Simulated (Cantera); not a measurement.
**Low-pressure radical oxidation in H2/O2**

A perfectly stirred reactor is fed with 3.66 % H₂, 91.6 % O₂, 4.76 % H₂O, equivalence ratio 0.020, at 10.00 Torr; it is held at 1223 K, and followed from long to short residence time.

Detailed kinetics in Cantera: the H2/O2 subset of GRI-Mech 3.0, which has no nitrogen chemistry. Radical loss at walls, strong at low pressure, is not modelled. The temperature is held fixed by assumption; the heat of reaction is taken as removed at once.

```json
[
 {"τ (s)": "0.70", "x H₂": "0.000201", "x O₂": "0.911", "x H₂O": "0.0847", "x O": "0.00248", "x H₂O₂": "9.43e-8"},
 {"τ (s)": "0.33", "x H₂": "0.000317", "x O₂": "0.909", "x H₂O": "0.0842", "x O": "0.00392", "x H₂O₂": "1.10e-7"},
 {"τ (s)": "0.15", "x H₂": "0.000502", "x O₂": "0.907", "x H₂O": "0.0834", "x O": "0.00615", "x H₂O₂": "1.24e-7"},
 {"τ (s)": "0.072", "x H₂": "0.000757", "x O₂": "0.904", "x H₂O": "0.0824", "x O": "0.00893", "x H₂O₂": "1.37e-7"},
 {"τ (s)": "0.034", "x H₂": "0.00114", "x O₂": "0.900", "x H₂O": "0.0811", "x O": "0.0122", "x H₂O₂": "1.47e-7"},
 {"τ (s)": "0.016", "x H₂": "0.00170", "x O₂": "0.896", "x H₂O": "0.0794", "x O": "0.0154", "x H₂O₂": "1.58e-7"},
 {"τ (s)": "0.0073", "x H₂": "0.00267", "x O₂": "0.893", "x H₂O": "0.0774", "x O": "0.0175", "x H₂O₂": "1.73e-7"},
 {"τ (s)": "0.0034", "x H₂": "0.00436", "x O₂": "0.893", "x H₂O": "0.0750", "x O": "0.0179", "x H₂O₂": "1.94e-7"},
 {"τ (s)": "0.0016", "x H₂": "0.00743", "x O₂": "0.894", "x H₂O": "0.0715", "x O": "0.0163", "x H₂O₂": "2.19e-7"}
]
```
x: mole fraction; the columns are a selection and need not sum to one.
